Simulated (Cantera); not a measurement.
**Thermodynamics of carbothermic reduction, feed PbO + CO + N2**

Charge: 1 mol PbO, 5.9 mol CO, 0.25 mol N2, at 0.713 Torr.

These are equilibrium values from Cantera (NASA tables, ideal gas, pure condensed phases), not measurements of a reactor. Candidate condensed phases: C, Pb, PbO, PbO2, Pb3O4; 27 gas species. The numbers say what is thermodynamically allowed, not how fast it happens.

```tsv
T (°C)	x CO	x CO2	x Pb	x O	x N2	x O2
1077	0.685	0.140	0.140	3.64e-11	0.0350	7.05e-12
1277	0.685	0.140	0.140	1.70e-8	0.0350	4.48e-9
1477	0.685	0.140	0.140	1.94e-6	0.0350	6.38e-7
1677	0.686	0.139	0.139	8.31e-5	0.0350	3.22e-5
1877	0.688	0.135	0.138	0.00171	0.0348	0.000729
2077	0.700	0.106	0.135	0.0166	0.0339	0.00601
2277	0.720	0.0468	0.129	0.0604	0.0319	0.0102
```
x: gas mole fraction; nothing condenses.

From 1077 °C to 2277 °C nothing is condensed. The main Pb-bearing gas is Pb throughout.
